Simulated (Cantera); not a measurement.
**Premixed flame**

A freely propagating, adiabatic, planar premixed flame of CH4 : O2 : N2 : H2O = 1 : 1.82 : 6.84 : 0.33 (molar parts), equivalence ratio 1.1, unburnt at 700 K and 1.50 bar; multicomponent transport, grid criteria slope 0.08 and curve 0.16, no radiation.

Model: GRI-Mech 3.0 (53 species, 325 reactions), integrated in Cantera. Burning velocities carry a grid error of a few per cent, more on coarse grids.

```csv
z (mm),T (K),u (m/s),x CH4,x O2,x H2O,x H,x H2,x CO
-0.716,700,1.45,0.1000,0.182,0.0330,<1e-8,0.00126,2.80e-6
-0.477,702,1.46,0.0996,0.181,0.0333,<1e-8,0.00360,3.76e-5
-0.358,710,1.48,0.0988,0.180,0.0344,1.01e-8,0.00659,0.000211
-0.239,767,1.61,0.0946,0.175,0.0415,1.25e-6,0.0125,0.00168
-0.119,1128,2.41,0.0685,0.144,0.0812,0.000110,0.0229,0.0149
-0.0596,1518,3.28,0.0375,0.103,0.124,0.000810,0.0285,0.0340
0,1889,4.12,0.00898,0.0553,0.167,0.00369,0.0298,0.0541
0.0596,2051,4.48,0.000714,0.0269,0.187,0.00732,0.0251,0.0555
0.119,2097,4.56,3.02e-5,0.0169,0.191,0.00890,0.0222,0.0479
0.239,2144,4.64,5.95e-8,0.0120,0.192,0.00881,0.0215,0.0393
0.477,2202,4.74,<1e-8,0.00947,0.195,0.00717,0.0206,0.0352
0.954,2268,4.87,<1e-8,0.00712,0.200,0.00506,0.0188,0.0330
1.91,2326,4.97,<1e-8,0.00492,0.205,0.00337,0.0168,0.0309
```
x: mole fraction of selected species; z is measured from the peak of heat release.

| Item | Value |
|---|---|
| laminar burning velocity | 145 cm/s |
| thermal thickness | 0.239 mm |
| peak x(H) | 0.00912 |
| peak x(H2) | 0.0302 |
| peak x(CO) | 0.0573 |
| grid points | 150 |
